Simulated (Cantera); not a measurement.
Input (Python, Cantera):

```python
import numpy as np
import cantera as ct

gas = ct.Solution("gri30.yaml")
gas.TPX = 400, 730000, {'CH4': 1, 'O2': 1.43, 'N2': 5.37}
inlet = ct.Reservoir(gas, clone=True)
gas.equilibrate("HP")  # start burning
reactor = ct.IdealGasConstPressureReactor(gas, energy="on", clone=False)
exhaust = ct.Reservoir(gas, clone=True)
tau = [0.3, 0.12, 0.046, 0.018, 0.007, 0.0028, 0.0011, 0.00043, 0.00017, 6.6e-05, 2.6e-05, 1e-05][0]
for a, b in ((inlet, reactor), (reactor, exhaust)):
    ct.MassFlowController(a, b, mdot=lambda t: reactor.mass / tau)
net = ct.ReactorNet([reactor])
show = ['CH4', 'O2', 'CH2CO', 'C2H6', 'CH2O', 'O', 'CO']

rows = []
print(f"{'tau/s':>10s}{'T/K':>9s}" + "".join(f"{s:>11s}" for s in show))
for tau in [0.3, 0.12, 0.046, 0.018, 0.007, 0.0028, 0.0011, 0.00043, 0.00017, 6.6e-05, 2.6e-05, 1e-05]:
    net.initial_time = 0.0
    net.advance(30 * tau)
    before = gas.X
    net.advance(40 * tau)
    drift = np.max(np.abs(gas.X - before) / (gas.X + 1e-9))
    rows.append([gas.T, *gas[show].X, drift])
    print(f"{tau:10.3e}{gas.T:9.1f}" + "".join(f"{x:11.3e}" for x in gas[show].X))
```

Output:

```
     tau/s      T/K        CH4         O2      CH2CO       C2H6       CH2O          O         CO
 3.000e-01   2053.9  1.761e-04  2.071e-05  1.287e-07  7.000e-09  5.470e-07  2.289e-07  7.425e-02
 1.200e-01   2054.7  3.892e-04  4.991e-05  3.708e-07  3.592e-08  1.255e-06  2.738e-07  7.388e-02
 4.600e-02   2056.3  8.204e-04  1.243e-04  1.158e-06  1.723e-07  2.883e-06  3.772e-07  7.300e-02
 1.800e-02   2058.4  1.506e-03  2.972e-04  3.342e-06  6.571e-07  6.161e-06  6.088e-07  7.136e-02
 7.000e-03   2059.3  2.443e-03  6.945e-04  8.677e-06  2.099e-06  1.259e-05  1.135e-06  6.895e-02
 2.800e-03   2055.5  3.551e-03  1.536e-03  1.977e-05  5.736e-06  2.435e-05  2.271e-06  6.642e-02
 1.100e-03   2040.2  4.937e-03  3.389e-03  4.303e-05  1.544e-05  4.704e-05  4.835e-06  6.448e-02
 4.300e-04   1996.5  7.141e-03  7.838e-03  9.668e-05  4.756e-05  9.558e-05  1.046e-05  6.395e-02
 1.700e-04    400.0  1.282e-01  1.833e-01 -9.921e-18 -2.275e-17 -2.834e-17 -9.318e-30 -7.719e-16
 6.600e-05    400.0  1.282e-01  1.833e-01 -4.394e-21 -1.008e-20 -1.256e-20 -8.188e-33 -3.419e-19
 2.600e-05    400.0  1.282e-01  1.833e-01 -2.776e-22 -6.365e-22 -7.931e-22 -1.305e-34 -2.160e-20
 1.000e-05    400.0  1.282e-01  1.833e-01 -1.753e-23 -4.021e-23 -5.010e-23 -3.160e-35 -1.364e-21
```

Cantera simulation using GRI-Mech 3.0 (53 species, 325 reactions); the numbers are that mechanism's predictions, not measurements.
